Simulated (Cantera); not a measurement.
A closed system holds: 1 mol TiO₂, 0.21 mol MgO, 2 mol O₂, at 1002 °C and 28000 Pa.

Method: chemical equilibrium by Gibbs-energy minimisation in Cantera with the NASA 1993 tables (ideal gas, pure condensed phases). Candidate condensed phases: Mg, MgO, MgTiO₃, MgTi₂O₅, Mg₂TiO₄, Ti, TiO, TiO₂, Ti₂O₃, Ti₃O₅, Ti₄O₇; 9 gas species. Mutual solubility and eutectic melting of coexisting phases are not modelled. Condensed phases not in the tables: alloys, solid solutions and most ternary compounds. The numbers say what is thermodynamically allowed, not how fast it happens.

Task: What is the equilibrium state?

Result: 
* **x(O₂)**: 1.00
* **n(MgTi₂O₅(s))**: 0.210 mol
* **n(TiO₂(rutile))**: 0.580 mol
* **gas amount**: 2.000 mol
* **log10 activity of Mg₂TiO₄(s) (absent)**: -1.01
* **log10 activity of Ti₄O₇(s) (absent)**: -9.61
* **log10 activity of Ti₃O₅(s) (absent)**: -9.79
